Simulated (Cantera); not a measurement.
Charge: 1 mol c-C₄F₈, 2 mol H₂, at 0.133 bar.

Cantera equilibrium calculation (NASA polynomials, part measured and part estimated; ideal gas, pure solids and liquids). Candidate condensed phases: C, C₆H₆, C₇H₈, C₈H₁₈; 95 gas species. The feed counts by its element totals alone. Gases not in the tables: C₂F₆ and larger saturated fluorocarbons. Rates play no part.

### Question
What share of the C ends up in condensed phases as a function of T (K), at 1498, 1648, 1798, 1948, 2098, 2248, 2398, 2548, 2698, 2848, 2998?

### Answer
| T (K) | C condensed (%) | as |
|---|---|---|
| 1498 | 75.0 | C(graphite) |
| 1648 | 75.0 | C(graphite) |
| 1798 | 74.9 | C(graphite) |
| 1948 | 74.5 | C(graphite) |
| 2098 | 73.4 | C(graphite) |
| 2248 | 70.9 | C(graphite) |
| 2398 | 67.2 | C(graphite) |
| 2548 | 65.0 | C(graphite) |
| 2698 | 67.3 | C(graphite) |
| 2848 | 72.0 | C(graphite) |
| 2998 | 75.2 | C(graphite) |
